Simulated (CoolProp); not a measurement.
Vapour-liquid equilibrium of cyclopentane (1) + octamethylcyclotetrasiloxane (D4) (2) at 72.2 kPa; x and y are mole fractions of (1).

Values from CoolProp's multi-fluid Helmholtz-energy mixture model, Gedanitz 2015 and Thol 2015; pair parameters Bell 2016.

**Question.** Give the bubble temperature and the first vapour's composition at x = 0.65, 0.8, 0.95. Is there an azeotrope?

**Answer.** x = 0.65: 54.9 °C, y = 0.995; x = 0.8: 46.9 °C, y = 0.999; x = 0.95: 40.9 °C, y = 1.000. No azeotrope shows between x = 0.05 and 0.95.

Pair parameters are fitted to limited data, so mixtures are less certain than the pure fluids.
